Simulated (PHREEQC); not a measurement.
A solution holds 0.0032 mol CaSO4, 0.033 mol Na2HPO4 and 0.17 mol KCl per kg of water, at 25 °C and 500 atm. Closed to the air; pH follows from the charge balance.

All values are PHREEQC results (ion-association model, phreeqc.dat), not measurements.

```yaml
pH: 8.18
ionic_strength: 0.267 mol/kgw
activity_of_water: 0.993
specific_conductance: 24200 µS/cm
density: 1.031 g/cm³
total_alkalinity: 33.0 meq/kg
```

```csv
species,molality,activity,log γ
Cl-,0.170,0.119,-0.155
K+,0.168,0.117,-0.158
Na+,0.0654,0.0484,-0.130
HPO4-2,0.0281,0.00780,-0.557
SO4-2,0.00236,0.000639,-0.568
KHPO4-,0.00170,0.00125,-0.134
CaHPO4,0.00132,0.00140,0.027
Ca+2,0.00116,0.000355,-0.513
H2PO4-,0.000700,0.000514,-0.134
```

This is a speciation only: nothing precipitates in the calculation. Saturation is exceeded, for instance for Hydroxyapatite; the values hold only as long as no solid forms. Species that the database lacks are ignored. Under pressure, the constants of complexes without a molar volume in the database are unreliable.
